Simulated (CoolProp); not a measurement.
Octamethyltrisiloxane (MDM) along the isobar 21.2 bar: fugacity coefficient from the reference equation and from simpler models built on Tc = 565.4 K, pc = 14.38 bar, ω = 0.528; each cubic takes its own stable root.

Model: reference Helmholtz-energy equation of state, Thol 2017, in CoolProp.

| T (K) | phase | reference | van der Waals | Redlich-Kwong | Soave-Redlich-Kwong |
|---|---|---|---|---|---|
| 412.8 | liquid | ? | 0.1906 | 0.09458 | 0.03967 |
| 436 | liquid | ? | 0.2360 | 0.1374 | 0.07068 |
| 459.1 | liquid | 0.1129 | 0.2848 | 0.1889 | 0.1156 |
| 482.3 | liquid | 0.1715 | ? | 0.2488 | 0.1764 |
| 505.5 | liquid | 0.2450 | 0.3908 | 0.3151 | ? |
| 528.7 | liquid | 0.3319 | 0.4460 | 0.3860 | 0.3430 |
| 551.8 | liquid | 0.4281 | ? | 0.4583 | 0.4415 |
| 575 | supercritical | 0.5279 | ? | ? | 0.5409 |

Task: Fill in the missing entries.

Result: 
- 412.8, reference: 0.03906
- 436, reference: 0.06936
- 482.3, van der Waals: 0.3368
- 505.5, Soave-Redlich-Kwong: 0.2529
- 551.8, van der Waals: 0.5009
- 575, van der Waals: 0.5548
- 575, Redlich-Kwong: 0.5294
